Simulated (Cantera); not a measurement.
## Adiabatic ignition

An adiabatic, constant-pressure homogeneous reactor starts with 14.6 % CH₄, 17.2 % O₂, 64.4 % N₂, 3.79 % H₂, equivalence ratio 1.8, at 1248 K and 520000 Pa.

Model: GRI-Mech 3.0 (53 species, 325 reactions), integrated in Cantera.

```csv
t (s),T (K),x CH₄,x O₂,x NO,x O,x N₂O,x H₂,x C₂H₂
1.00e-6,1248,0.146,0.172,<1e-12,1.41e-10,<1e-12,0.0379,<1e-12
3.74e-6,1248,0.146,0.172,<1e-12,2.58e-10,<1e-12,0.0379,<1e-12
1.40e-5,1248,0.146,0.172,<1e-12,8.17e-10,<1e-12,0.0379,<1e-12
5.23e-5,1248,0.146,0.172,<1e-12,6.30e-9,4.06e-12,0.0379,<1e-12
0.000196,1250,0.145,0.172,<1e-12,1.42e-7,1.95e-10,0.0378,2.91e-10
0.000731,1286,0.140,0.167,3.02e-12,3.16e-7,2.84e-9,0.0371,3.48e-7
0.00273,2472,1.74e-10,6.80e-6,0.000162,1.45e-5,1.43e-8,0.136,<1e-12
0.0102,2472,1.72e-10,6.83e-6,0.000111,1.46e-5,1.17e-8,0.136,<1e-12
0.0382,2472,1.71e-10,6.84e-6,0.000107,1.46e-5,1.16e-8,0.136,<1e-12
0.143,2472,1.71e-10,6.84e-6,0.000107,1.46e-5,1.16e-8,0.136,<1e-12
0.535,2472,1.71e-10,6.84e-6,0.000107,1.46e-5,1.16e-8,0.136,<1e-12
2.00,2472,1.71e-10,6.84e-6,0.000107,1.46e-5,1.16e-8,0.136,<1e-12
```
x: mole fraction; the columns are a selection and need not sum to one.

```yaml
time_of_steepest_temperature_rise: 1.17 ms
temperature at 2.00 s: 2472 K
equilibrium_temperature: 2472 K
x(CH₄) at 2.00 s: 1.71e-10 (gas-phase equilibrium 1.94e-10)
x(O₂) at 2.00 s: 6.84e-6 (gas-phase equilibrium 6.84e-6)
x(NO) at 2.00 s: 0.000107 (gas-phase equilibrium 0.000107)
```
